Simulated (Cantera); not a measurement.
Cantera run:

```python
import numpy as np
import cantera as ct

gas_names = """
    B BF BF2 BF3 BH BHF2 BH2 BH3 BO BOF BOF2 BO2 B2 B2O B2O2 B2O3 B3O3F3 B3O3H3 F FO FO2 F2 F2O H HBO
    HBO2 HF HOF HO2 H2 H2F2 H2O H2O2 H3B3O6 H3F3 H4F4 H5F5 H6F6 H7F7 O OH O2 O3
""".split()
cond_names = """
    B(b) B(L) B2O3(L) B3O3H3(cr) H2O(s) H2O(L)
""".split()


def load(file, names, dense=False):
    # The tables refer to 1 bar. Condensed volumes are neglected.
    table = {s.name: s for s in ct.Species.list_from_file(file)}
    out = []
    for n in names:
        d = dict(table[n].input_data)
        d["thermo"] = dict(d["thermo"], **{"reference-pressure": 1e5})
        if dense:
            d["equation-of-state"] = {"model": "constant-volume", "density": "1e6 g/cm^3"}
        out.append(ct.Species.from_dict(d))
    return out


gas = ct.Solution(thermo="ideal-gas", species=load("nasa_gas.yaml", gas_names))
cond = {s.name: ct.Solution(thermo="fixed-stoichiometry", species=[s], name=s.name)
        for s in load("nasa_condensed.yaml", cond_names, dense=True)}
atoms = {
    'BF3': {'B': 1, 'F': 3},
    'O2': {'O': 2},
    'H2': {'H': 2},
}
top_T = {}  # K; cautious upper limits of use, not melting points


def equilibrate(T, P, feed):
    n = {}
    for name, mol in feed.items():
        for a, k in atoms[name].items():
            n[a] = n.get(a, 0.0) + k * mol
    gas.TPX = T, P, n
    mass = sum(n.values()) * gas.mean_molecular_weight
    gas.equilibrate("TP")
    valid = [c for c in cond.values() if c.min_temp <= T <= top_T.get(c.name, c.max_temp)]
    mix = ct.Mixture([(gas, mass / gas.mean_molecular_weight)] + [(c, 0.0) for c in valid])
    mix.T, mix.P = T, P
    mix.equilibrate("TP", solver="vcs", rtol=1e-11, max_steps=5000)
    return mix


results = []
feed = {'BF3': 1, 'O2': 0.91, 'H2': 0.38}  # mol
P = 82000  # Pa
for T in [1348, 1398, 1448, 1498, 1548, 1598, 1648, 1698, 1748]:
    mix = equilibrate(T, P, feed)
    results.append((T, P, feed, dict(zip(mix.species_names, mix.species_moles))))

top = {s: max(r[3][s] / sum(r[3][g] for g in gas_names) for r in results) for s in gas_names}
cols = sorted((s for s in top if top[s] > 1e-05), key=lambda s: -top[s])[:7]
seen = [c for c in cond_names if any(r[3].get(c, 0) > 1e-12 for r in results)]
print("log10 of partial pressures in bar; condensed amounts in mol")
print(f"{'T/K':>10s}" + "".join(f"{s[:9]:>10s}" for s in cols + seen))
for T, P, feed, n in results:
    ng = sum(n[g] for g in gas_names)
    print(f"{T:10.4g}" + "".join(f"{np.log10(max(n[s] / ng * P / 1e5, 1e-99)):10.3f}" for s in cols)
          + "".join(f"{n.get(c, 0):10.4g}" for c in seen))
```

It prints:

```
log10 of partial pressures in bar; condensed amounts in mol
       T/K       BF3        O2        HF       BOF       H2O    B3O3F3      HBO2
      1348    -0.533    -0.569    -0.785    -2.063    -1.224    -1.622    -3.004
      1398    -0.542    -0.573    -0.767    -1.819    -1.261    -1.646    -2.802
      1448    -0.553    -0.577    -0.751    -1.603    -1.303    -1.698    -2.632
      1498    -0.565    -0.583    -0.735    -1.416    -1.354    -1.791    -2.501
      1548    -0.579    -0.590    -0.720    -1.262    -1.417    -1.939    -2.416
      1598    -0.596    -0.598    -0.702    -1.144    -1.495    -2.157    -2.384
      1648    -0.613    -0.605    -0.684    -1.063    -1.590    -2.448    -2.408
      1698    -0.630    -0.610    -0.665    -1.010    -1.701    -2.793    -2.477
      1748    -0.644    -0.614    -0.649    -0.976    -1.825    -3.165    -2.577
```

Equilibrium computed with Cantera from the NASA thermochemical tables; the gas is ideal and each condensed phase is pure. Gases not in the tables: H3BO3.
